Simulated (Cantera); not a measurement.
An isothermal, constant-pressure homogeneous reactor starts with 2.36 % NO, 97.6 % N2, at 2148 K and 323 Torr.

Detailed kinetics in Cantera: GRI-Mech 3.0 (53 species, 325 reactions).

x: mole fraction; the columns are a selection and need not sum to one.

| t (s) | x NO | x NO2 | x O2 | x N2 | x O | x N2O |
|---|---|---|---|---|---|---|
| 2.00e-5 | 0.0236 | 3.95e-11 | 4.58e-12 | 0.976 | 1.54e-8 | 1.47e-8 |
| 6.54e-5 | 0.0236 | 3.42e-10 | 5.06e-11 | 0.976 | 5.30e-8 | 4.54e-8 |
| 0.000214 | 0.0236 | 2.25e-9 | 5.94e-10 | 0.976 | 1.97e-7 | 1.24e-7 |
| 0.000700 | 0.0236 | 1.14e-8 | 7.69e-9 | 0.976 | 8.02e-7 | 2.43e-7 |
| 0.00229 | 0.0236 | 4.73e-8 | 1.01e-7 | 0.976 | 3.12e-6 | 2.90e-7 |
| 0.00749 | 0.0236 | 1.65e-7 | 1.22e-6 | 0.976 | 1.07e-5 | 2.93e-7 |
| 0.0245 | 0.0235 | ? | ? | 0.976 | ? | 2.98e-7 |
| 0.0801 | 0.0232 | 1.05e-6 | 0.000128 | 0.977 | 7.02e-5 | 3.03e-7 |
| 0.262 | 0.0221 | 1.45e-6 | 0.000691 | 0.977 | 0.000101 | 2.86e-7 |
| 0.857 | ? | ? | ? | 0.979 | ? | ? |
| 2.80 | 0.00625 | 1.13e-6 | 0.00852 | 0.985 | 0.000275 | 1.20e-7 |
| 9.17 | 0.00278 | 5.51e-7 | 0.0102 | 0.987 | 0.000299 | 1.14e-7 |
| 30.0 | 0.00278 | 5.50e-7 | 0.0102 | 0.987 | 0.000299 | 1.14e-7 |

Q: Fill in the missing entries.

A: 
- 0.0245, x NO2: 5.09e-7
- 0.0245, x O2: 1.39e-5
- 0.0245, x O: 3.33e-5
- 0.857, x NO: 0.0174
- 0.857, x NO2: 1.96e-6
- 0.857, x O2: 0.00297
- 0.857, x O: 0.000171
- 0.857, x N2O: 2.16e-7
